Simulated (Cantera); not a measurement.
A perfectly stirred reactor is fed with N2O : H2 : N2 = 1 : 0.0022 : 1.4 (molar parts), at 10.00 Torr; it is held at 1200 K, and followed from long to short residence time.

Model: GRI-Mech 3.0 (53 species, 325 reactions), integrated in Cantera. GRI-Mech 3.0 was tuned for natural gas; its chemistry of N2O as a main component is partial and can be far from experiment. Radical loss at walls, strong at low pressure, is not modelled. The mechanism lacks the step 2 NO + O2 → 2 NO2, which can matter for NO2 below about 1400 K. The temperature is held fixed by assumption; the heat of reaction is taken as removed at once.

x: mole fraction; the columns are a selection and need not sum to one.

| τ (s) | x N2O | x H2 | x NO | x H2O2 | x OH |
|---|---|---|---|---|---|
| 28 | 0.325 | 2.05e-5 | 0.00748 | 3.61e-11 | 4.46e-6 |
| 8.8 | 0.382 | 5.37e-5 | 0.00272 | 1.20e-10 | 5.44e-6 |
| 2.8 | 0.404 | 0.000131 | 0.000889 | 8.88e-10 | 6.51e-6 |
| 0.88 | 0.412 | 0.000298 | 0.000277 | ? | 7.26e-6 |
| 0.28 | 0.415 | 0.000552 | 8.89e-5 | ? | 7.27e-6 |
| 0.088 | 0.416 | 0.000779 | 2.93e-5 | ? | 6.12e-6 |
| 0.028 | 0.416 | 0.000884 | 9.49e-6 | ? | 3.75e-6 |
| 0.0089 | 0.416 | 0.000911 | 2.77e-6 | 1.66e-10 | 1.53e-6 |

### Question
Some entries are withheld; supply them.

### Answer

- 0.88, x H2O2: 5.78e-9
- 0.28, x H2O2: 1.79e-8
- 0.088, x H2O2: 1.97e-8
- 0.028, x H2O2: 4.56e-9
